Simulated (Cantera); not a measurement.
Input: 1 mol SiH4, 20 mol H2O, 2.7 mol O3, held at 34.0 mbar.

Cantera equilibrium calculation (NASA polynomials, part measured and part estimated; ideal gas, pure solids and liquids). Candidate condensed phases: H2O, Si, SiO2; 18 gas species. Equilibrium is a limit: real reactors are often held back by kinetics, nucleation or transport. All values below are at 850 °C.

Base state: H2O 0.915, O2 0.0852 (mole fractions); condensed: SiO2(β-quartz).

### Question
What changes in the equilibrium state with this change: O3 from 2.7 to 0.12 mol?

### Answer
```json
[
 {"species": "H2O", "before": "0.915", "after": "0.835"},
 {"species": "H2", "before": "3.91e-8", "after": "0.165"},
 {"species": "O2", "before": "0.0852", "after": "<1e-9"},
 {"species": "SiO2(β-quartz), mol", "before": "1.00", "after": "1.00"}
]
```
